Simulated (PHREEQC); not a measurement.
Solution (5 °C): 0.02 mol/kgw NaOH, 7.5e-05 mol/kgw H3BO3 and 0.0065 mol/kgw K3PO4. It is in equilibrium with CO2 at log p = 0 (atm). Otherwise closed; pH follows from the charge balance.

Computed with PHREEQC (ion-association model, phreeqc.dat).

Each row changes one thing in this solution. No solid was allowed to form.

```
case                                    pH  ionic strength (mol/kgw)  HCO3- (mol/kgw)  H2PO4- (mol/kgw)  HPO4-2 (mol/kgw)  NaHCO3 (mol/kgw)
------------------------------------  ----  ------------------------  ---------------  ----------------  ----------------  ----------------
as made                               6.14                    0.0399           0.0319           0.00573          0.000738          0.000282
diluted 100-fold with water              …                  0.000448         0.000383           6.45e-5           7.35e-8           4.64e-8
diluted 5-fold with water             5.49                   0.00792                …                 …           2.83e-5           1.39e-5
K3PO4 from 0.0065 to 0.00585 mol/kgw  6.13                    0.0379           0.0308           0.00519          0.000638                 …
NaOH from 0.02 to 0.03 mol/kgw        6.25                    0.0499           0.0415           0.00551          0.000949          0.000530
```

Some entries are withheld; supply them.


- diluted 100-fold with water, pH: 4.29
- diluted 5-fold with water, HCO3- (mol/kgw): 0.00656
- diluted 5-fold with water, H2PO4- (mol/kgw): 0.00127
- K3PO4 from 0.0065 to 0.00585 mol/kgw, NaHCO3 (mol/kgw): 0.000273

At this temperature some constants are extrapolated from 25 °C, and those without enthalpy data are left unchanged.
